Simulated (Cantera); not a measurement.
A closed system holds: 1 mol HI, 0.27 mol O2, held at 120 bar.

Cantera equilibrium calculation (NASA polynomials, part measured and part estimated; ideal gas, pure solids and liquids). Candidate condensed phases: H2O, I2; 12 gas species. The ideal-gas law is rough above about 30 bar. Kinetics and transport are ignored. All values below are at 2275 °C.

Base state: I 0.481, H2O 0.342, I2 0.105, HI 0.0404, O2 0.0240, OH 0.00544, H2 0.00150, O 0.000259 (mole fractions); condensed: gas only.

Q: What changes in the equilibrium state with this change: pressure from 120 bar to 19.0 Pa?

A: 
| species | before | after |
|---|---|---|
| I | 0.481 | 0.421 |
| H | 0.000110 | 0.345 |
| O | 0.000259 | 0.171 |
| H2O | 0.342 | 0.00560 |
| I2 | 0.105 | 1.28e-7 |
| HI | 0.0404 | 0.000176 |
| H2 | 0.00150 | 0.0236 |
| OH | 0.00544 | 0.0179 |
| O2 | 0.0240 | 0.0166 |
| HO2 | 1.95e-5 | 6.71e-8 |
